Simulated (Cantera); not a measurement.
A closed system holds: 1 mol FeS₂, 210 mol H₂, held at 10.0 Torr.

Cantera equilibrium calculation (NASA polynomials, part measured and part estimated; ideal gas, pure solids and liquids). Candidate condensed phases: Fe, FeS, FeS₂, S; 8 gas species. Equilibrium is a limit: real reactors are often held back by kinetics, nucleation or transport. All values below are at 2075 K.

Base state: H₂ 0.965, H 0.0227, Fe 0.00466, SH 0.00303, H₂S 0.00198, S 0.00162, S₂ 0.00135 (mole fractions); condensed: gas only.

Question: What changes in the equilibrium state with this change: H₂ from 210 to 54 mol?

Answer: 
| species | before | after |
|---|---|---|
| H₂ | 0.965 | 0.934 |
| H | 0.0227 | 0.0223 |
| Fe | 0.00466 | 0.0177 |
| S₂ | 0.00135 | 0.00916 |
| S | 0.00162 | 0.00423 |
| SH | 0.00303 | 0.00776 |
| H₂S | 0.00198 | 0.00501 |
